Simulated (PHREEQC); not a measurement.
0.18 g of hydrous ferric oxide (600 m²/g; 0.2 weak and 0.005 strong sites per Fe, Dzombak-Morel constants, diffuse double layer) in 1 kg of water with 0.1 mol/kgw of an inert sodium salt and 0.019 mmol/kgw BaCl2 and 0.057 mmol/kgw PbCl2, at 25 °C; the pH is set by adding NaOH or the inert anion's acid. O2 is buffered at 0.21 atm. The system is closed to CO2. No solid was allowed to form.

Base run: PHREEQC, ion-association model, wateq4f.dat. Each further column changes one thing. The table gives Pb sorbed (%).

| pH | base | no electrostatic term (-no_edl) | background salt from 0.1 to 0.01 mol/kgw | oxide from 0.18 to 0.9 g/kgw | 0.00017 mol/kgw H3BO3 added |
|---|---|---|---|---|---|
| 4 | 14.0 | ___ | ___ | ___ | 14.0 |
| 4.75 | 20.1 | ___ | 20.1 | ___ | 20.1 |
| 5.88 | 76.7 | 90.4 | ___ | 99.2 | 76.7 |
| 6.62 | 97.9 | ___ | 97.9 | 100.0 | 97.9 |
| 7.38 | 99.9 | 100.0 | 99.9 | 100.0 | 99.9 |
| 8.12 | 100.0 | 100.0 | 100.0 | 100.0 | 100.0 |
| 9.25 | 100.0 | 100.0 | 100.0 | 100.0 | 100.0 |
| 10 | 100.0 | 99.8 | 100.0 | 100.0 | 100.0 |

Complete the blanks.


- 4, no electrostatic term (-no_edl): 14.4
- 4, background salt from 0.1 to 0.01 mol/kgw: 14.5
- 4, oxide from 0.18 to 0.9 g/kgw: 57.2
- 4.75, no electrostatic term (-no_edl): 21.4
- 4.75, oxide from 0.18 to 0.9 g/kgw: 85.4
- 5.88, background salt from 0.1 to 0.01 mol/kgw: 75.0
- 6.62, no electrostatic term (-no_edl): 99.6
